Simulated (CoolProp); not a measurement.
n-dodecane along the isotherm 391.8 K: density (kg/m³) from the reference equation and from simpler models built on Tc = 658.1 K, pc = 1.818 MPa, ω = 0.574; each cubic takes its own stable root.

Values from CoolProp's reference Helmholtz-energy equation of state, Lemmon 2004. It is a short technical equation, of lower accuracy than the large ones.

```csv
p (MPa),phase,reference
0.0575,liquid,675.7
0.131,liquid,675.8
0.298,liquid,676.0
0.678,liquid,676.5
1.54,liquid,677.6
3.51,liquid,680.1
7.99,liquid,685.5
18.2,liquid,696.3
```

How far does each simpler model (van der Waals, Soave-Redlich-Kwong, Peng-Robinson) lie from the reference over these 8 states: mean and median of the absolute difference, and the worst?


- van der Waals: mean 59.7 %, median 47.7 %, worst -99.5 % at 391.8 K and 0.0575 MPa
- Soave-Redlich-Kwong: mean 18.1 %, median 18.3 %, worst -18.3 % at 391.8 K and 0.0575 MPa
- Peng-Robinson: mean 8.0 %, median 8.0 %, worst -8.1 % at 391.8 K and 0.0575 MPa

At some of these states van der Waals gives the other phase, because its saturation line lies elsewhere.
